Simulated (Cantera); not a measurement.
An isothermal, constant-pressure homogeneous reactor starts with C2H6 : N2 = 1 : 35 (molar parts), at 2000 K and 0.0133 bar. Integrator tolerance rtol = 1e-08.

Cantera simulation using GRI-Mech 3.0 (53 species, 325 reactions); the numbers are that mechanism's predictions, not measurements. GRI-Mech 3.0 stops at C3 and has no aromatics, soot or wall deposition, so with more carbon than oxygen in the feed, carbon stays in small species such as C2H2 where larger ones or solid carbon would form. Radical loss at walls, strong at low pressure, is not modelled.

Q: What does this change do: pressure from 0.0133 bar to 1.01 bar?

A: 
```
quantity                                            before                                      after
-----------------  ---------------------------------------  -----------------------------------------
x(C2H6) at 90.0 s    <1e-12 (gas-phase equilibrium <1e-12)  2.04e-10 (gas-phase equilibrium 4.29e-11)
x(CH4) at 90.0 s   7.22e-8 (gas-phase equilibrium 1.56e-7)    2.66e-5 (gas-phase equilibrium 1.24e-5)
x(H2) at 90.0 s      0.0510 (gas-phase equilibrium 0.0510)      0.0524 (gas-phase equilibrium 0.0524)
x(H) at 90.0 s     0.00320 (gas-phase equilibrium 0.00320)  0.000372 (gas-phase equilibrium 0.000373)
x(CH2) at 90.0 s   7.27e-9 (gas-phase equilibrium 1.57e-8)    3.42e-8 (gas-phase equilibrium 1.60e-8)
x(HCN) at 90.0 s   0.000351 (gas-phase equilibrium 0.0435)     0.00518 (gas-phase equilibrium 0.0436)
x(C2H2) at 90.0 s   0.0261 (gas-phase equilibrium 0.00448)     0.0237 (gas-phase equilibrium 0.00449)
```

Q: What does this change do: C2H6 1 to 0.54 parts?

A: 
```json
[
 {"quantity": "x(C2H6) at 90.0 s", "before": "<1e-12 (gas-phase equilibrium <1e-12)", "after": "<1e-12 (gas-phase equilibrium <1e-12)"},
 {"quantity": "x(CH4) at 90.0 s", "before": "7.22e-8 (gas-phase equilibrium 1.56e-7)", "after": "2.13e-8 (gas-phase equilibrium 3.81e-8)"},
 {"quantity": "x(H2) at 90.0 s", "before": "0.0510 (gas-phase equilibrium 0.0510)", "after": "0.0283 (gas-phase equilibrium 0.0283)"},
 {"quantity": "x(H) at 90.0 s", "before": "0.00320 (gas-phase equilibrium 0.00320)", "after": "0.00239 (gas-phase equilibrium 0.00239)"},
 {"quantity": "x(CH2) at 90.0 s", "before": "7.27e-9 (gas-phase equilibrium 1.57e-8)", "after": "3.87e-9 (gas-phase equilibrium 6.92e-9)"},
 {"quantity": "x(HCN) at 90.0 s", "before": "0.000351 (gas-phase equilibrium 0.0435)", "after": "0.000342 (gas-phase equilibrium 0.0263)"},
 {"quantity": "x(C2H2) at 90.0 s", "before": "0.0261 (gas-phase equilibrium 0.00448)", "after": "0.0145 (gas-phase equilibrium 0.00156)"}
]
```
